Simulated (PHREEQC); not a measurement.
Dissolve 0.41 mol NaHSO4 and 0.00075 mol KOH per kg of water at 25 °C. Closed to the air; pH follows from the charge balance.

Equilibrium calculation in PHREEQC: ion-association model, phreeqc.dat.

Precipitation was switched off in this run.

### Question
Order these S species by the share of S that they hold, largest first: SO4-2, HSO4-, NaSO4-.

### Answer
HSO4- (66 %), SO4-2 (25 %), NaSO4- (9.3 %)

The pH is 0.97 and the ionic strength 0.615 mol/kgw.
